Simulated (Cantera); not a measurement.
Feed: 1 mol PbO, 0.4 mol CO, 1.9 mol N2, held at 677 °C and 0.0360 bar.

Cantera equilibrium calculation (NASA polynomials, part measured and part estimated; ideal gas, pure solids and liquids). Candidate condensed phases: C, Pb, PbO, PbO2, Pb3O4; 27 gas species. Rates play no part.

Base state: N2 0.826, CO2 0.174, Pb 0.000140, CO 1.19e-5 (mole fractions); condensed: Pb(l) + PbO(yellow).

**Question.** What changes in the equilibrium state with this change: temperature from 677 °C to 977 °C?

**Answer.** 
```tsv
species	before	after
N2	0.826	0.791
CO2	0.174	0.166
Pb	0.000140	0.0371
PbO	1.47e-6	0.00508
CO	1.19e-5	0.000101
Pb(l), mol	0.400	0.311
PbO(yellow), mol	0.600	0
PbO(l), mol	0	0.588
```
Each liquid is taken as pure. Mutual solubility and eutectic melting of coexisting phases are not modelled. Gases not in the tables: (PbO)n polymers.
